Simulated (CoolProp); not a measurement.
The numbers come from the reference Helmholtz-energy equation of state, McLinden 2015 in CoolProp.

For the fluoroketone C6F12O (FK-5-1-12), give the phase and the density (kg/m³), cp (kJ/(kg K)), cv (kJ/(kg K)), expansivity (1/kK) at 500 K and 0.763 MPa; 500 K and 1.45 MPa; 500 K and 2.74 MPa.


- 500 K and 0.763 MPa: gas; density 63.9, cp 1.09, cv 1.05, expansivity 2.87
- 500 K and 1.45 MPa: gas; density 135, cp 1.13, cv 1.06, expansivity 4.15
- 500 K and 2.74 MPa: supercritical; density 329, cp 1.30, cv 1.08, expansivity 9.22
